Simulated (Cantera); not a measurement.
Hydrocarbon pyrolysis for carbon deposition

An isothermal, constant-pressure homogeneous reactor starts with C₂H₆ : N₂ = 1 : 190 (molar parts), at 1250 K and 0.830 bar.

Computed with Cantera and GRI-Mech 3.0 (53 species, 325 reactions). GRI-Mech 3.0 stops at C3 and has no aromatics, soot or wall deposition, so with more carbon than oxygen in the feed, carbon stays in small species such as C2H2 where larger ones or solid carbon would form.

```
t (s)       x C₂H₆     x HCN      x H₂    x CH₃     x CH₄    x C₂H₂
--------  --------  --------  --------  -------  --------  --------
1.00e-6    0.00524    <1e-12  2.75e-12  3.68e-8  1.73e-11    <1e-12
4.29e-6    0.00524    <1e-12  5.46e-11  1.57e-7  3.16e-10    <1e-12
1.84e-5    0.00524    <1e-12   2.23e-9  6.70e-7   5.78e-9    <1e-12
7.88e-5    0.00523    <1e-12   1.77e-7  2.78e-6   1.04e-7    <1e-12
0.000338   0.00522  8.31e-12   1.24e-5  9.90e-6   1.75e-6   2.70e-9
0.00145    0.00494   1.24e-9  0.000260  1.91e-5   2.12e-5   1.22e-6
0.00621    0.00366   3.29e-9   0.00147  1.65e-5  0.000126   4.39e-5
0.0266    0.000813   4.90e-9   0.00462  6.64e-6  0.000441  0.000674
0.114      2.48e-5   5.19e-9   0.00680  9.78e-7  0.000578   0.00220
0.490      1.16e-6   5.19e-9   0.00777  2.09e-7  0.000592   0.00317
2.10       3.23e-7   5.19e-9   0.00865  1.16e-7  0.000597   0.00406
9.00       9.79e-8   5.19e-9   0.00922  7.78e-8  0.000601   0.00464
```
x: mole fraction; the columns are a selection and need not sum to one.

Equilibrium at this temperature and pressure: C₂H₆ 1.74e-8, HCN 0.00881, H₂ 0.00974, CH₃ 4.24e-8, CH₄ 0.000404, C₂H₂ 0.000549 (gas phase only).
